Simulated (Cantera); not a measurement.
# Thermodynamics of fluorocarbon and chlorocarbon gases, feed CF4 + CH4

Charge: 1 mol CF4, a varied amount of CH4, equilibrated at 1373.15 K and 750 Torr.

Equilibrium computed with Cantera from the NASA thermochemical tables; the gas is ideal and each condensed phase is pure. Candidate condensed phases: C, C6H6, C7H8, C8H18; 95 gas species. Gases not in the tables: C2F6 and larger saturated fluorocarbons. Equilibrium is a limit: real reactors are often held back by kinetics, nucleation or transport.

From 0.045 mol CH4 to 1.8 mol CH4 the condensed part is C(graphite). The main C-bearing gas is CF4 at 0.045 mol CH4 and CH4 at 1.8 mol CH4. The share of C in condensed phases is highest at 1.1 mol CH4 (100.0 %) and lowest at 0.045 mol CH4 (8.6 %).

```tsv
n(CH4) (mol)	x HF	x CF4	x H2	x CH4	x H2F2	x CHF3	x CF3	x CF2	n C(graphite)
0.045	0.159	0.841	8.73e-10	<1e-12	3.94e-7	4.66e-6	5.13e-6	4.93e-6	0.0900
0.077	0.250	0.750	2.30e-9	<1e-12	9.80e-7	6.93e-6	4.70e-6	4.66e-6	0.154
0.13	0.374	0.626	5.63e-9	<1e-12	2.19e-6	9.47e-6	4.11e-6	4.26e-6	0.260
0.22	0.530	0.470	1.30e-8	<1e-12	4.40e-6	1.16e-5	3.31e-6	3.69e-6	0.440
0.37	0.701	0.299	2.87e-8	<1e-12	7.70e-6	1.23e-5	2.36e-6	2.94e-6	0.740
0.63	0.872	0.128	6.76e-8	<1e-12	1.19e-5	9.98e-6	1.25e-6	1.92e-6	1.26
1.1	0.952	<1e-12	0.0476	1.14e-5	1.42e-5	1.85e-11	<1e-12	3.26e-12	2.10
1.8	0.715	<1e-12	0.285	0.000409	7.99e-6	1.30e-12	<1e-12	<1e-12	2.80
```
x: gas mole fraction; n: condensed amount in mol.
